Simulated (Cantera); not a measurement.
# SiH4 + NH3 + N2 (silicon nitride deposition)

Feed: 1 mol SiH4, 0.39 mol NH3, 15 mol N2, held at 1.33 mbar.

These are equilibrium values from Cantera (NASA tables, ideal gas, pure condensed phases), not measurements of a reactor. Candidate condensed phases: Si, Si3N4; 18 gas species. The tables' values for SiN are old estimates; treat these amounts as uncertain. Gases not in the tables: Si2H6 and higher silanes. Kinetics and transport are ignored.

From 1625 °C to 1750 °C the condensed part is Si(l). From 1775 °C to 1825 °C nothing is condensed. The main Si-bearing gas is Si throughout.

```json
[
 {"T (°C)": "1625", "x N2": "0.843", "x H2": "0.139", "x Si": "0.00921", "x H": "0.00799", "x Si2": "7.36e-5", "x Si2N": "0.000151", "x SiH": "0.000110", "x SiN": "0.000104", "n Si(l)": "0.821"},
 {"T (°C)": "1650", "x N2": "0.839", "x H2": "0.138", "x Si": "0.0127", "x H": "0.00958", "x Si2": "0.000109", "x Si2N": "0.000190", "x SiH": "0.000141", "x SiN": "0.000134", "n Si(l)": "0.752"},
 {"T (°C)": "1675", "x N2": "0.834", "x H2": "0.136", "x Si": "0.0174", "x H": "0.0114", "x Si2": "0.000159", "x Si2N": "0.000237", "x SiH": "0.000180", "x SiN": "0.000172", "n Si(l)": "0.660"},
 {"T (°C)": "1700", "x N2": "0.828", "x H2": "0.134", "x Si": "0.0237", "x H": "0.0135", "x Si2": "0.000230", "x Si2N": "0.000294", "x SiH": "0.000229", "x SiN": "0.000219", "n Si(l)": "0.535"},
 {"T (°C)": "1725", "x N2": "0.819", "x H2": "0.131", "x Si": "0.0319", "x H": "0.0159", "x Si2": "0.000329", "x Si2N": "0.000363", "x SiH": "0.000288", "x SiN": "0.000276", "n Si(l)": "0.368"},
 {"T (°C)": "1750", "x N2": "0.809", "x H2": "0.128", "x Si": "0.0427", "x H": "0.0186", "x Si2": "0.000467", "x Si2N": "0.000444", "x SiH": "0.000359", "x SiN": "0.000346", "n Si(l)": "0.145"},
 {"T (°C)": "1775", "x N2": "0.801", "x H2": "0.125", "x Si": "0.0498", "x H": "0.0217", "x Si2": "0.000509", "x Si2N": "0.000419", "x SiH": "0.000392", "x SiN": "0.000379", "n Si(l)": "0"},
 {"T (°C)": "1800", "x N2": "0.800", "x H2": "0.123", "x Si": "0.0503", "x H": "0.0253", "x Si2": "0.000416", "x Si2N": "0.000299", "x SiH": "0.000371", "x SiN": "0.000361", "n Si(l)": "0"},
 {"T (°C)": "1825", "x N2": "0.798", "x H2": "0.121", "x Si": "0.0506", "x H": "0.0293", "x Si2": "0.000339", "x Si2N": "0.000214", "x SiH": "0.000350", "x SiN": "0.000344", "n Si(l)": "0"}
]
```
x: gas mole fraction; n: condensed amount in mol.
